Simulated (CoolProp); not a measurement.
A single-stage vapour-compression cycle with R407C: evaporating at 260.15 K (dew point), condensing at 282.15 K (bubble point), superheat 2 K, subcooling 8 K, compressor efficiency 0.75, no pressure losses. Each further row changes one setting.

Computed with CoolProp (reference Helmholtz-energy equation of state, Lemmon 2003). It is a pseudo-pure fit of the blend.

```
case                              cooling COP  pressure ratio  discharge temperature (K)  refrigerating effect (kJ/kg)  volumetric capacity (kJ/m³)
--------------------------------  -----------  --------------  -------------------------  ----------------------------  ---------------------------
as stated                                6.44            2.64                      307.8                           203                         2480
evaporating temperature 265.15 K         8.15            2.18                      304.1                           206                         3020
condensing temperature 277.15 K          7.98            2.27                      300.3                           210                         2570
subcooling 13 K                          6.67            2.64                      307.8                           210                         2570
superheat 12 K                           6.39            2.64                      318.5                           212                         2460
compressor efficiency 0.65               5.59            2.64                      312.8                           203                         2480
```
